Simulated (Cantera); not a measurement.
## Transport properties of process gases

Gas mixture: O2 : CO2 = 0.42 : 0.36 (molar parts), at 510 Pa, frozen composition.

Cantera's kinetic-theory transport with the Lennard-Jones parameters of GRI-Mech 3.0, ideal gas; thermal conductivity in the mixture-averaged form.

```csv
T (K),ρ (kg/m³),cp (J/kg/K),μ (µPa s),λ (mW/m/K),Pr,D (cm²/s) CO2,D (cm²/s) CH4,D (cm²/s) N2
400,0.00576,939.5,22.4,29.6,0.712,52.4,66.2,60.4
500,0.00461,994.4,26.8,37.3,0.714,78.1,98.4,89.2
600,0.00384,1042,30.8,44.7,0.717,107,135,122
700,0.00329,1083,34.5,51.9,0.719,140,176,159
800,0.00288,1116,37.9,58.7,0.721,176,222,199
900,0.00256,1144,41.2,65.3,0.722,215,271,243
1000,0.00230,1168,44.3,71.5,0.724,257,324,290
1100,0.00209,1187,47.3,77.6,0.724,302,380,340
1200,0.00192,1204,50.2,83.4,0.724,350,440,393
```
D: mixture-averaged diffusion coefficient of that species in the mixture.
